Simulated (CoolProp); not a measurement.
Vapour pressure (bar) of benzene: the reference equation beside estimates from Tc = 288.9 °C, pc = 49.06 bar, ω = 0.211. Clausius-Clapeyron is anchored at 87.25 °C with a constant enthalpy of vaporisation of 30.33 kJ/mol.

Computed with CoolProp (reference Helmholtz-energy equation of state, Thol 2012).

```csv
T (°C),reference,Lee-Kesler,Clausius-Clapeyron,Peng-Robinson
53.25,0.4091,0.4054,0.4382,0.4212
64.55,0.6122,0.6070,0.6369,0.6240
75.85,0.8882,0.8819,0.9036,0.8984
87.25,1.258,1.251,1.258,1.264
98.55,1.732,1.726,1.711,…
109.85,2.334,2.330,2.285,2.330
121.15,3.084,3.085,…,…
132.55,4.013,4.020,3.893,3.994
```

Question: Some entries are withheld; supply them.

Answer: 
- 98.55, Peng-Robinson: 1.734
- 121.15, Clausius-Clapeyron: 3.002
- 121.15, Peng-Robinson: 3.072

Absolute difference from the reference over all 8 rows, mean and median: Lee-Kesler 0.5 and 0.5 %, Clausius-Clapeyron 2.7 and 2.4 %, Peng-Robinson 1.0 and 0.5 %.
